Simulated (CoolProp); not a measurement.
Vapour-liquid equilibrium of R22 (1) + dimethyl ether (2) at 866 kPa; x and y are mole fractions of (1).

Model: multi-fluid Helmholtz-energy mixture model, Kamei 1995 and Wu 2011; pair parameters Bell 2016, in CoolProp.

```
x     bubble temperature, mixture model (K)  bubble temperature, Raoult's law (K)  y, mixture model  y, Raoult's law
----  -------------------------------------  ------------------------------------  ----------------  ---------------
0.05                                  312.5                                 310.7             0.043            0.083
0.15                                  313.0                                 308.2             0.141            0.235
0.25                                  313.1                                 305.7             0.254            0.368
0.35                                  312.7                                 303.4                 …            0.485
0.45                                  311.4                                 301.3             0.518            0.590
0.55                                      …                                 299.3             0.654            0.683
0.65                                  305.8                                 297.4                 …            0.767
0.75                                  301.8                                 295.5             0.876            0.842
0.85                                  297.4                                 293.8             0.945            0.910
0.95                                  293.2                                 292.2             0.987            0.971
```

Problem. Some entries are withheld; supply them.

Solution. 
- 0.35, y, mixture model: 0.382
- 0.55, bubble temperature, mixture model (K): 309.1
- 0.65, y, mixture model: 0.777

The largest gap from Raoult's law is +10.1 K in bubble temperature, at x = 0.45. y crosses x between x = 0.15 and 0.25: the model has an azeotrope there.

The pair parameters rest on a limited set of measurements; away from them the model extrapolates.
